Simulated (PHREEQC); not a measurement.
A made-up water analysis in mg/L, 25 °C, pH 8.28, pe 12.6: Na 6.1; K 0.101; Ca 10.6; Mg 5.24; Cl 8.85; S(6) as SO4 6.86; Alkalinity as HCO3 103; Li 0.0113.

Na is adjusted to close the charge balance.
Valence states are taken as typed.

Equilibrium calculation in PHREEQC: ion-association model, wateq4f.dat.

```yaml
ionic_strength: 0.00260 mol/kgw
```

```tsv
species	molality	activity	log γ
O2	0.00275	0.00275	0.000
HCO3-	0.00163	0.00154	-0.024
Na+	0.00112	0.00105	-0.024
Ca+2	0.000253	0.000203	-0.095
Cl-	0.000250	0.000236	-0.025
Mg+2	0.000208	0.000167	-0.095
SO4-2	6.68e-5	5.36e-5	-0.096
CO2	1.82e-5	1.82e-5	0.000
CO3-2	1.72e-5	1.38e-5	-0.095
CaCO3	4.69e-6	4.70e-6	0.000
CaHCO3+	4.22e-6	4.00e-6	-0.024
MgHCO3+	3.19e-6	3.02e-6	-0.024
K+	2.58e-6	2.44e-6	-0.025
```

No solid was allowed to form. Complexes and solids missing from the database can't appear.
